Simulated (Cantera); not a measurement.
## Dilute partial oxidation

A perfectly stirred reactor is fed with 0.249 % CH3OH, 0.219 % O2, 99.5 % N2, at 0.957 atm; it is held at 975 K, and followed from long to short residence time.

Detailed kinetics in Cantera: GRI-Mech 3.0 (53 species, 325 reactions). GRI-Mech 3.0 was tuned for natural gas; its chemistry of methanol as a main component is partial and can be far from experiment.

```json
[
 {"τ (s)": "2.1", "x CH3OH": "0.000344", "x O2": "0.000938", "x C2H2": "<1e-12", "x CO": "0.00173", "x C2H6": "<1e-12", "x C2H4": "<1e-12", "x HCO": "1.98e-9"},
 {"τ (s)": "0.60", "x CH3OH": "0.000721", "x O2": "0.00123", "x C2H2": "<1e-12", "x CO": "0.00141", "x C2H6": "<1e-12", "x C2H4": "<1e-12", "x HCO": "4.89e-9"},
 {"τ (s)": "0.17", "x CH3OH": "0.00154", "x O2": "0.00172", "x C2H2": "<1e-12", "x CO": "0.000589", "x C2H6": "<1e-12", "x C2H4": "<1e-12", "x HCO": "6.14e-9"},
 {"τ (s)": "0.049", "x CH3OH": "0.00249", "x O2": "0.00219", "x C2H2": "<1e-12", "x CO": "2.82e-10", "x C2H6": "<1e-12", "x C2H4": "<1e-12", "x HCO": "<1e-12"},
 {"τ (s)": "0.014", "x CH3OH": "0.00249", "x O2": "0.00219", "x C2H2": "<1e-12", "x CO": "8.04e-11", "x C2H6": "<1e-12", "x C2H4": "<1e-12", "x HCO": "<1e-12"},
 {"τ (s)": "0.0039", "x CH3OH": "0.00249", "x O2": "0.00219", "x C2H2": "<1e-12", "x CO": "2.24e-11", "x C2H6": "<1e-12", "x C2H4": "<1e-12", "x HCO": "<1e-12"},
 {"τ (s)": "0.0011", "x CH3OH": "0.00249", "x O2": "0.00219", "x C2H2": "<1e-12", "x CO": "6.28e-12", "x C2H6": "<1e-12", "x C2H4": "<1e-12", "x HCO": "<1e-12"},
 {"τ (s)": "0.00031", "x CH3OH": "0.00249", "x O2": "0.00219", "x C2H2": "<1e-12", "x CO": "1.75e-12", "x C2H6": "<1e-12", "x C2H4": "<1e-12", "x HCO": "<1e-12"}
]
```
x: mole fraction; the columns are a selection and need not sum to one.
